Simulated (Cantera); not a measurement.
A perfectly stirred reactor is fed with NH3 : N2 = 1 : 11 (molar parts), at 3600 Pa; it is held at 2323 K, and followed from long to short residence time.

Model: the gas-phase N/H chemistry of the illustrative SiF4/NH3 mechanism in the Surface Chemkin manual (1991), integrated in Cantera. Walls and surfaces, which speed up NH3 decomposition in real reactors, are not modelled.

**Question.** What does this change do: pressure from 3600 Pa to 99000 Pa?

**Answer.** 
| quantity | before | after |
|---|---|---|
| x(NH3) at τ = 0.510 s | 0.00645 | 0.000167 |
| x(NH2) at τ = 0.510 s | 0.000167 | 1.32e-5 |
| x(H) at τ = 0.510 s | 0.000869 | 0.00284 |
| x(N2) at τ = 0.510 s | 0.887 | 0.883 |
| x(H2) at τ = 0.510 s | 0.106 | 0.114 |
| x(NH3) at τ = 12.0 ms | 0.0636 | 0.0125 |
| x(NH2) at τ = 12.0 ms | 0.00106 | 0.000243 |
| x(H) at τ = 12.0 ms | 0.000151 | 0.000605 |
| x(N2) at τ = 12.0 ms | 0.909 | 0.889 |
| x(H2) at τ = 12.0 ms | 0.0262 | 0.0975 |

**Question.** What does this change do: N2 11 to 1.7 parts?

**Answer.** 
```
quantity                 before     after
---------------------  --------  --------
x(NH3) at τ = 0.510 s   0.00645    0.0250
x(NH2) at τ = 0.510 s  0.000167  0.000413
x(H) at τ = 0.510 s    0.000869   0.00196
x(N2) at τ = 0.510 s      0.887     0.596
x(H2) at τ = 0.510 s      0.106     0.376
x(NH3) at τ = 12.0 ms    0.0636     0.279
x(NH2) at τ = 12.0 ms   0.00106   0.00246
x(H) at τ = 12.0 ms    0.000151  0.000285
x(N2) at τ = 12.0 ms      0.909     0.620
x(H2) at τ = 12.0 ms     0.0262    0.0981
```
